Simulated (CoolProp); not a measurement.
Saturation properties of n-perfluorohexane.

The numbers come from the reference Helmholtz-energy equation of state, Gao 2022 in CoolProp.

| T (°C) | p (MPa) | liquid density (kg/m³) | liquid cp (kJ/(kg K)) |
|---|---|---|---|
| 30.05 | 0.03652 | 1661 | ___ |
| 32.65 | 0.04068 | 1653 | ___ |
| 35.15 | ___ | ___ | 1.063 |
| 37.75 | 0.04994 | 1638 | ___ |
| 40.25 | 0.05505 | 1631 | 1.071 |
| 42.85 | 0.06080 | 1623 | 1.075 |
| 45.35 | 0.06676 | 1615 | ___ |
| 47.85 | 0.07318 | 1608 | 1.083 |
| 50.45 | 0.08036 | 1599 | 1.087 |
| 52.95 | 0.08777 | 1592 | 1.091 |
| 55.55 | ___ | 1583 | 1.095 |
| 58.05 | 0.1045 | 1575 | 1.100 |

Question: Complete the blanks.

Answer: 
- 30.05, liquid cp (kJ/(kg K)): 1.055
- 32.65, liquid cp (kJ/(kg K)): 1.059
- 35.15, p (MPa): 0.04503
- 35.15, liquid density (kg/m³): 1646
- 37.75, liquid cp (kJ/(kg K)): 1.067
- 45.35, liquid cp (kJ/(kg K)): 1.079
- 55.55, p (MPa): 0.09603

It boils at 57.1 °C under 1 atm.
